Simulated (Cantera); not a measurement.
Input: 1 mol Si, 0.56 mol NF3, 11 mol H2, equilibrated at 1050 K.

These are equilibrium values from Cantera (NASA tables, ideal gas, pure condensed phases), not measurements of a reactor. Candidate condensed phases: Si, Si3N4; 37 gas species. Mutual solubility and eutectic melting of coexisting phases are not modelled. The tables' values for SiF3, SiF2 are old estimates; treat these amounts as uncertain. The numbers say what is thermodynamically allowed, not how fast it happens.

log p: log10 of the partial pressure in bar; n: condensed amount in mol.

```csv
P (Pa),log p H2,log p SiF4,log p SiHF3,log p SiF3,n Si(s),n Si3N4(s)
1,-5.02,-6.46,-8.33,-7.74,0.154,0.140
6.80,-4.18,-5.62,-7.29,-7.11,0.155,0.140
46,-3.35,-4.79,-6.25,-6.49,0.155,0.140
320,-2.51,-3.95,-5.20,-5.86,0.153,0.140
2200,(withheld),(withheld),(withheld),-5.24,0.149,0.140
15000,(withheld),(withheld),(withheld),-4.62,0.143,0.140
100000,-0.02,-1.51,-2.12,-4.03,0.133,0.140
```

Q: Complete the blanks.

A: 
- 2200, log p H2: -1.67
- 2200, log p SiF4: -3.12
- 2200, log p SiHF3: -4.16
- 15000, log p H2: -0.84
- 15000, log p SiF4: -2.31
- 15000, log p SiHF3: -3.13
